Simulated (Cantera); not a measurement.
Feed: 1 mol Si, 4.9 mol HCl, 86 mol N₂, equilibrated at 1298 K and 11.3 Torr.

Method: chemical equilibrium by Gibbs-energy minimisation in Cantera with the NASA 1993 tables (ideal gas, pure condensed phases). Candidate condensed phases: NH₄Cl, Si, Si₃N₄; 28 gas species. N₂ is the only nitrogen source here; it is nearly inert below about 1500 K, so the nitride shown seldom forms there in practice. The tables' values for SiCl₃ are old estimates; treat these amounts as uncertain. The numbers say what is thermodynamically allowed, not how fast it happens.

Base state: N₂ 0.948, HCl 0.0417, H₂ 0.00632, SiCl₄ 0.00237, SiCl₂ 0.000754, SiCl₃ 0.000546, SiHCl₃ 1.62e-5 (mole fractions); condensed: Si₃N₄(s).

Task: What changes in the equilibrium state with this change: N₂ from 86 to 17 mol?

Result: 
| species | before | after |
|---|---|---|
| N₂ | 0.948 | 0.785 |
| HCl | 0.0417 | 0.157 |
| H₂ | 0.00632 | 0.0372 |
| SiCl₄ | 0.00237 | 0.0157 |
| SiHCl₃ | 1.62e-5 | 0.000168 |
| SiCl₃ | 0.000546 | 0.00233 |
| SiCl₂ | 0.000754 | 0.00207 |
| Si₃N₄(s), mol | 0.223 | 0.190 |

Task: What changes in the equilibrium state with this change: temperature from 1298 K to 1548.15 K?

Result: 
```tsv
species	before	after
N₂	0.948	0.946
HCl	0.0417	0.0309
H₂	0.00632	0.0115
SiCl₂	0.000754	0.0102
H	6.96e-7	2.70e-5
SiCl₄	0.00237	0.000122
Si₃N₄(s), mol	0.223	0
```

Task: What changes in the equilibrium state with this change: N₂ from 86 to 2.7 mol?

Result: 
```
species          before    after
-------------  --------  -------
HCl              0.0417    0.407
N₂                0.948    0.354
H₂              0.00632    0.156
SiCl₄           0.00237   0.0684
SiHCl₃          1.62e-5  0.00118
SiCl₃          0.000546  0.00803
SiCl₂          0.000754  0.00563
Si₃N₄(s), mol     0.223    0.144
```
